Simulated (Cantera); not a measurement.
Charge: 1 mol SiH2Cl2, 2.8 mol O3, 3.1 mol N2, 20 mol O2, at 1798.15 K and 158 Torr.

Method: chemical equilibrium by Gibbs-energy minimisation in Cantera with the NASA 1993 tables (ideal gas, pure condensed phases). Candidate condensed phases: H2O, NH4Cl, Si, SiO2, Si2N2O, Si3N4; 47 gas species. The tables hold silica as quartz up to 1696 K and as liquid above; real silica turns to tridymite and cristobalite and melts near 1996 K. Kinetics and transport are ignored.

Base state: O2 0.808, N2 0.107, HCl 0.0461, Cl 0.0220, H2O 0.0119, NO 0.00299, Cl2 0.00103, OH 0.000486 (mole fractions); condensed: SiO2(condensed).

Q: What changes in the equilibrium state with this change: temperature from 1798.15 K to 1523.15 K?

A: 
```csv
species,before,after
O2,0.808,0.815
N2,0.107,0.109
HCl,0.0461,0.0533
Cl,0.0220,0.00934
H2O,0.0119,0.00863
O,0.000234,1.09e-5
OH,0.000486,5.81e-5
Cl2,0.00103,0.00395
"SiO2(condensed), mol",1.000,0
"SiO2(β-quartz), mol",0,1.00
```

Q: What changes in the equilibrium state with this change: temperature from 1798.15 K to 1975 K?

A: 
```
species                 before     after
--------------------  --------  --------
O2                       0.808     0.802
N2                       0.107     0.106
HCl                     0.0461    0.0392
Cl                      0.0220    0.0299
H2O                     0.0119    0.0147
O                     0.000234   0.00108
OH                    0.000486   0.00143
Cl2                    0.00103  0.000418
NO                     0.00299   0.00512
SiO2(condensed), mol     1.000     1.000
```
